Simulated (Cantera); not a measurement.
A Cantera script and what it prints.

```python
import numpy as np
import cantera as ct

gas_names = [...]  # 116 gases of nasa_gas.yaml made of C, H, Mg, O
cond_names = """
    C(gr) C6H6(L) C7H8(L) C8H18(L),n-octa H2O(s) H2O(L) Mg(cr) Mg(L) MgCO3(s) MgO(s) MgO(L) MgO2H2(s)
""".split()


# ... load() reads the species with a 1 bar reference pressure and builds the phases ...
atoms = {
    'MgO': {'Mg': 1, 'O': 1},
    'C': {'C': 1},
    'H2': {'H': 2},
}
top_T = {'C(gr)': 4500}  # K; cautious upper limits of use, not melting points


# ... equilibrate(T, P, feed) seeds the gas with the atoms and calls Mixture.equilibrate('TP', solver="vcs", rtol=1e-11, max_steps=5000) ...
results = []
T = 2848.15  # K
P = 1000  # Pa
for m in [0.0066, 0.013, 0.027, 0.056, 0.11, 0.23, 0.47, 0.96]:
    feed = {'MgO': 1, 'C': m, 'H2': 0.041}  # mol
    mix = equilibrate(T, P, feed)
    results.append((T, P, feed, dict(zip(mix.species_names, mix.species_moles))))
    x = sorted(zip(gas.X, gas.species_names), reverse=True)
    print(f"T = {T:g} K  P = {P:g} Pa  n(C) = {m:g} mol  gas = {mix.phase_moles(0):.4g} mol")
    print("   x: " + "  ".join(f"{s} {v:.3e}" for v, s in x if v > 1e-05))
    print("   condensed (mol): " + ("  ".join(f"{mix.phase(i).name} {mix.phase_moles(i):.4g}"
          for i in range(1, mix.n_phases) if mix.phase_moles(i) > 1e-12) or "none"))
```

Output:

```
T = 2848.15 K  P = 1000 Pa  n(C) = 0.0066 mol  gas = 1.759 mol
   x: Mg 5.414e-01  O 2.444e-01  O2 1.395e-01  H 2.931e-02  MgO 2.659e-02  OH 1.228e-02  CO 3.122e-03  H2O 1.314e-03  H2 9.197e-04  CO2 6.300e-04  MgOH 5.220e-04  MgH 3.688e-05
   condensed (mol): none
T = 2848.15 K  P = 1000 Pa  n(C) = 0.013 mol  gas = 1.761 mol
   x: Mg 5.409e-01  O 2.430e-01  O2 1.379e-01  H 2.934e-02  MgO 2.642e-02  OH 1.222e-02  CO 6.149e-03  H2O 1.308e-03  CO2 1.234e-03  H2 9.212e-04  MgOH 5.190e-04  MgH 3.688e-05
   condensed (mol): none
T = 2848.15 K  P = 1000 Pa  n(C) = 0.027 mol  gas = 1.765 mol
   x: Mg 5.400e-01  O 2.399e-01  O2 1.345e-01  H 2.939e-02  MgO 2.604e-02  CO 1.277e-02  OH 1.208e-02  CO2 2.530e-03  H2O 1.296e-03  H2 9.244e-04  MgOH 5.125e-04  MgH 3.688e-05
   condensed (mol): none
T = 2848.15 K  P = 1000 Pa  n(C) = 0.056 mol  gas = 1.773 mol
   x: Mg 5.381e-01  O 2.335e-01  O2 1.274e-01  H 2.949e-02  CO 2.647e-02  MgO 2.526e-02  OH 1.181e-02  CO2 5.106e-03  H2O 1.271e-03  H2 9.312e-04  MgOH 4.990e-04  MgH 3.688e-05
   condensed (mol): none
T = 2848.15 K  P = 1000 Pa  n(C) = 0.11 mol  gas = 1.789 mol
   x: Mg 5.346e-01  O 2.216e-01  O2 1.148e-01  CO 5.197e-02  H 2.970e-02  MgO 2.382e-02  OH 1.128e-02  CO2 9.512e-03  H2O 1.223e-03  H2 9.444e-04  MgOH 4.738e-04  MgH 3.690e-05
   condensed (mol): none
T = 2848.15 K  P = 1000 Pa  n(C) = 0.23 mol  gas = 1.825 mol
   x: Mg 5.269e-01  O 1.948e-01  CO 1.086e-01  O2 8.870e-02  H 3.021e-02  MgO 2.064e-02  CO2 1.747e-02  OH 1.009e-02  H2O 1.113e-03  H2 9.771e-04  MgOH 4.176e-04  MgH 3.699e-05
   condensed (mol): none
T = 2848.15 K  P = 1000 Pa  n(C) = 0.47 mol  gas = 1.899 mol
   x: Mg 5.119e-01  CO 2.219e-01  O 1.395e-01  O2 4.548e-02  H 3.147e-02  CO2 2.557e-02  MgO 1.436e-02  OH 7.525e-03  H2 1.060e-03  H2O 8.642e-04  MgOH 3.025e-04  MgH 3.743e-05
   condensed (mol): none
T = 2848.15 K  P = 1000 Pa  n(C) = 0.96 mol  gas = 2.064 mol
   x: Mg 4.832e-01  CO 4.604e-01  H 3.595e-02  O 1.207e-02  CO2 4.588e-03  H2 1.383e-03  MgO 1.172e-03  OH 7.435e-04  O2 3.402e-04  H2O 9.754e-05  MgH 4.036e-05  MgOH 2.821e-05
   condensed (mol): none
```

These are equilibrium values from Cantera (NASA tables, ideal gas, pure condensed phases), not measurements of a reactor. The tables' values for MgH are old estimates; treat these amounts as uncertain.
